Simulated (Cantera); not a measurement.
What does this Cantera script print?

```python
import numpy as np
import cantera as ct

gas_names = [...]  # 131 gases of nasa_gas.yaml made of C, H, O
cond_names = """
    C(gr) C6H6(L) C7H8(L) C8H18(L),n-octa H2O(s) H2O(L)
""".split()


# ... load() reads the species with a 1 bar reference pressure and builds the phases ...
atoms = {
    'CO2': {'C': 1, 'O': 2},
    'O2': {'O': 2},
    'H2': {'H': 2},
}
top_T = {'C(gr)': 4500}  # K; cautious upper limits of use, not melting points


# ... equilibrate(T, P, feed) seeds the gas with the atoms and calls Mixture.equilibrate('TP', solver="vcs", rtol=1e-11, max_steps=5000) ...
results = []
feed = {'CO2': 1, 'O2': 3.5, 'H2': 0.14}  # mol
P = 10000  # Pa
for T in [2500, 2750, 3000, 3250, 3500, 3750, 4000, 4250, 4500, 4750, 5000]:
    mix = equilibrate(T, P, feed)
    results.append((T, P, feed, dict(zip(mix.species_names, mix.species_moles))))

top = {s: max(r[3][s] / sum(r[3][g] for g in gas_names) for r in results) for s in gas_names}
cols = sorted((s for s in top if top[s] > 0.0001), key=lambda s: -top[s])[:7]
seen = [c for c in cond_names if any(r[3].get(c, 0) > 1e-12 for r in results)]
print("log10 of partial pressures in bar; condensed amounts in mol")
print(f"{'T/K':>10s}" + "".join(f"{s[:9]:>10s}" for s in cols + seen))
for T, P, feed, n in results:
    ng = sum(n[g] for g in gas_names)
    print(f"{T:10.4g}" + "".join(f"{np.log10(max(n[s] / ng * P / 1e5, 1e-99)):10.3f}" for s in cols)
          + "".join(f"{n.get(c, 0):10.4g}" for c in seen))
```

It prints:

```
log10 of partial pressures in bar; condensed amounts in mol
       T/K         O        O2       CO2        CO         H        OH       H2O
      2500    -2.412    -1.147    -1.733    -2.593    -3.772    -2.803    -2.692
      2750    -1.947    -1.189    -1.876    -2.194    -3.206    -2.624    -2.930
      3000    -1.587    -1.282    -2.146    -1.984    -2.840    -2.612    -3.370
      3250    -1.333    -1.462    -2.534    -1.918    -2.651    -2.773    -4.035
      3500    -1.182    -1.750    -2.996    -1.925    -2.573    -3.063    -4.841
      3750    -1.111    -2.119    -3.470    -1.946    -2.543    -3.413    -5.677
      4000    -1.083    -2.511    -3.912    -1.958    -2.531    -3.769    -6.472
      4250    -1.072    -2.885    -4.310    -1.963    -2.526    -4.102    -7.198
      4500    -1.068    -3.228    -4.665    -1.966    -2.523    -4.407    -7.854
      4750    -1.066    -3.540    -4.984    -1.967    -2.522    -4.683    -8.445
      5000    -1.065    -3.821    -5.271    -1.968    -2.521    -4.933    -8.979
```

Equilibrium computed with Cantera from the NASA thermochemical tables; the gas is ideal and each condensed phase is pure.
